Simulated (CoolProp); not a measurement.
A closed Brayton cycle with dry air: compressor inlet 310.15 K and 7.9 MPa, high pressure 17.9 MPa, turbine inlet 690 K, compressor efficiency 0.89, turbine efficiency 0.85, recuperator effectiveness 0.95 (on enthalpy, no pinch check). Each further row changes one setting.

Computed with CoolProp (reference Helmholtz-energy equation of state, Lemmon 2000). It is a pseudo-pure fit of the blend.

```csv
case,thermal efficiency (%),net work (kJ/kg),compressor to turbine work,compressor exit (K),turbine exit (K)
as stated,23.8,34.5,0.73,403.4,572.5
turbine inlet 640 K,18.8,25.0,0.79,403.4,529.7
compressor inlet 320.15 K,21.7,31.1,0.76,416.3,572.5
high pressure 15.2 MPa,25.9,31.8,0.70,383.0,594.2
recuperator effectiveness 0.5,15.3,34.5,0.73,403.4,572.5
```
